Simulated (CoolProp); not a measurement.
Vapour-liquid equilibrium of propylene (1) + isobutane (2) at 1.57 MPa; x and y are mole fractions of (1).

Computed with CoolProp (multi-fluid Helmholtz-energy mixture model, Lemmon 2013 and Bücker 2006; pair parameters Bell 2016).

```json
[
 {"x": "0.05", "bubble temperature, mixture model (°C)": "83.5", "bubble temperature, Raoult's law (°C)": "83.5", "y, mixture model": "0.100", "y, Raoult's law": "0.126"},
 {"x": "0.15", "bubble temperature, mixture model (°C)": "?", "bubble temperature, Raoult's law (°C)": "76.0", "y, mixture model": "0.259", "y, Raoult's law": "0.330"},
 {"x": "0.25", "bubble temperature, mixture model (°C)": "71.9", "bubble temperature, Raoult's law (°C)": "69.5", "y, mixture model": "0.385", "y, Raoult's law": "0.486"},
 {"x": "0.35", "bubble temperature, mixture model (°C)": "67.6", "bubble temperature, Raoult's law (°C)": "63.8", "y, mixture model": "0.494", "y, Raoult's law": "0.608"},
 {"x": "0.45", "bubble temperature, mixture model (°C)": "63.4", "bubble temperature, Raoult's law (°C)": "58.6", "y, mixture model": "?", "y, Raoult's law": "0.705"},
 {"x": "0.55", "bubble temperature, mixture model (°C)": "59.2", "bubble temperature, Raoult's law (°C)": "54.0", "y, mixture model": "0.694", "y, Raoult's law": "0.783"},
 {"x": "0.65", "bubble temperature, mixture model (°C)": "?", "bubble temperature, Raoult's law (°C)": "49.9", "y, mixture model": "0.785", "y, Raoult's law": "0.848"},
 {"x": "0.75", "bubble temperature, mixture model (°C)": "49.9", "bubble temperature, Raoult's law (°C)": "46.1", "y, mixture model": "0.867", "y, Raoult's law": "0.901"},
 {"x": "0.85", "bubble temperature, mixture model (°C)": "?", "bubble temperature, Raoult's law (°C)": "42.6", "y, mixture model": "0.934", "y, Raoult's law": "0.946"},
 {"x": "0.95", "bubble temperature, mixture model (°C)": "?", "bubble temperature, Raoult's law (°C)": "39.4", "y, mixture model": "0.983", "y, Raoult's law": "0.983"}
]
```

Question: Some entries are withheld; supply them.

Answer: 
- 0.15, bubble temperature, mixture model (°C): 77.0
- 0.45, y, mixture model: 0.596
- 0.65, bubble temperature, mixture model (°C): 54.7
- 0.85, bubble temperature, mixture model (°C): 45.0
- 0.95, bubble temperature, mixture model (°C): 40.1

The largest gap from Raoult's law is +5.2 K in bubble temperature, at x = 0.55. No azeotrope shows between x = 0.05 and 0.95.

The pair parameters rest on a limited set of measurements; away from them the model extrapolates.
